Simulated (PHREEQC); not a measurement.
Synthetic water in mg/kgw, 25 °C, pH 2.53:

```json
[
 {"constituent": "Na", "mg/kgw": "1540"},
 {"constituent": "K", "mg/kgw": "176"},
 {"constituent": "Ca", "mg/kgw": "225"},
 {"constituent": "Mg", "mg/kgw": "333"},
 {"constituent": "Cl", "mg/kgw": "271"},
 {"constituent": "S(6) as SO4", "mg/kgw": "5130"},
 {"constituent": "Mn(2)", "mg/kgw": "62.4"}
]
```

Cl is adjusted to close the charge balance.
Valence states are taken as typed.

Model: Pitzer model, pitzer.dat, run in PHREEQC.

| quantity | before | after |
|---|---|---|
| ionic strength (mol/kgw) | 0.186 | 0.181 |
| SO4-2 (mol/kgw) | 0.0490 | 0.0445 |
| HSO4- (mol/kgw) | 0.00437 | 0.00893 |
| SI of Gypsum (CaSO4:2H2O) | -0.31 | -0.35 |
| SI of Epsomite (MgSO4:7H2O) | -2.59 | -2.89 |

### Question
Which change was made?
A) temperature from 25 to 55 °C at the same typed pH
B) Mg from 333 to 166 mg/kgw
C) all concentrations times 4 at the same typed pH

### Answer
A, temperature from 25 to 55 °C at the same typed pH

This is a speciation only: nothing precipitates in the calculation. Constants without temperature data keep their 25 °C values here.
